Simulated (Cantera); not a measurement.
Source: NASA polynomial tables (part measured, part estimated), evaluated in Cantera. Values are per mole of reaction as written; species without (g) are pure solids or liquids, kept so even where they would boil at 1 bar.

V2O3 + N2O(g) ⇌ V2O4 + 2 N(g)

```csv
T (K),ΔH° (kJ),ΔS° (J/K),ΔG° (kJ),log10 K,condensed phases
423,666.3,123.9,613.9,-75.81,"V2O3(s), V2O4(s)"
623,669.3,129.7,588.5,-49.34,"V2O3(s), V2O4(s)"
823,671.9,133.3,562.2,-35.68,"V2O3(s), V2O4(s)"
1023,[?],[?],[?],[?],"V2O3(s), V2O4(s)"
1223,675.4,136.8,508.1,-21.70,"V2O3(s), V2O4(s)"
1423,[?],[?],[?],[?],"V2O3(s), V2O4(s)"
1623,676.3,137.5,453.1,-14.58,"V2O3(s), V2O4(s)"
1823,788.0,199.0,425.3,-12.18,"V2O3(s), V2O4(l)"
2023,[?],[?],[?],[?],"V2O3(s), V2O4(l)"
2223,[?],[?],[?],[?],"V2O3(s), V2O4(l)"
2423,684.7,155.5,307.9,-6.64,"V2O3(l), V2O4(l)"
```

Q: Some entries are withheld; supply them.

A: 
- 1023, ΔH° (kJ): 673.9
- 1023, ΔS° (J/K): 135.5
- 1023, ΔG° (kJ): 535.3
- 1023, log10 K: -27.33
- 1423, ΔH° (kJ): 676.2
- 1423, ΔS° (J/K): 137.4
- 1423, ΔG° (kJ): 480.6
- 1423, log10 K: -17.64
- 2023, ΔH° (kJ): 793.4
- 2023, ΔS° (J/K): 201.8
- 2023, ΔG° (kJ): 385.2
- 2023, log10 K: -9.95
- 2223, ΔH° (kJ): 797.3
- 2223, ΔS° (J/K): 203.6
- 2223, ΔG° (kJ): 344.6
- 2223, log10 K: -8.10
